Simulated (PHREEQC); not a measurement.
Synthetic water in mmol/kgw, 25 °C, pH 3.66, pe 11.6:

```tsv
constituent	mmol/kgw
Na	7.65
K	0.0677
Ca	2.86
Mg	24.1
Cl	11.4
S(6)	26
N(5)	0.154
Cu(2)	0.0067
Zn	0.399
Pb	0.029
Fe(3)	0.0255
```

Valence states are taken as typed.

Computed with PHREEQC (ion-association model, wateq4f.dat).

Each row changes one thing in this solution. Precipitation was switched off in this run.

```json
[
 {"case": "as made", "ionic strength (mol/kgw)": "0.0740", "SO4-2 (mol/kgw)": "0.0151", "Mg+2 (mol/kgw)": "0.0148", "MgSO4 (mol/kgw)": "0.00930", "Ca+2 (mol/kgw)": "0.00188", "CaSO4 (mol/kgw)": "0.000975", "SI of Anglesite (PbSO4)": "+0.22", "SI of Jarosite-Na (NaFe3(SO4)2(OH)6)": "-0.26"},
 {"case": "Cu(2) from 0.0067 to 0.00335 mmol/kgw", "ionic strength (mol/kgw)": "0.0740", "SO4-2 (mol/kgw)": "0.0151", "Mg+2 (mol/kgw)": "0.0148", "MgSO4 (mol/kgw)": "0.00930", "Ca+2 (mol/kgw)": "0.00188", "CaSO4 (mol/kgw)": "0.000975", "SI of Anglesite (PbSO4)": "+0.22", "SI of Jarosite-Na (NaFe3(SO4)2(OH)6)": "-0.26"},
 {"case": "temperature from 25 to 70 °C at the same typed pH", "ionic strength (mol/kgw)": "0.0574", "SO4-2 (mol/kgw)": "0.0109", "Mg+2 (mol/kgw)": "0.0107", "MgSO4 (mol/kgw)": "0.0134", "Ca+2 (mol/kgw)": "0.00185", "CaSO4 (mol/kgw)": "0.00100", "SI of Anglesite (PbSO4)": "-0.10", "SI of Jarosite-Na (NaFe3(SO4)2(OH)6)": "[?]"},
 {"case": "all concentrations times 2 at the same typed pH", "ionic strength (mol/kgw)": "0.136", "SO4-2 (mol/kgw)": "0.0272", "Mg+2 (mol/kgw)": "0.0271", "MgSO4 (mol/kgw)": "[?]", "Ca+2 (mol/kgw)": "0.00350", "CaSO4 (mol/kgw)": "0.00221", "SI of Anglesite (PbSO4)": "+0.53", "SI of Jarosite-Na (NaFe3(SO4)2(OH)6)": "[?]"}
]
```

Q: What belongs in the gaps?

A: 
- temperature from 25 to 70 °C at the same typed pH, SI of Jarosite-Na (NaFe3(SO4)2(OH)6): -0.55
- all concentrations times 2 at the same typed pH, MgSO4 (mol/kgw): 0.0211
- all concentrations times 2 at the same typed pH, SI of Jarosite-Na (NaFe3(SO4)2(OH)6): +0.85

Species that the database lacks are ignored. Some of these states are supersaturated (in Jarosite-K, Anglesite, Hematite (slow to form), for instance). At this temperature some constants are extrapolated from 25 °C, and those without enthalpy data are left unchanged.
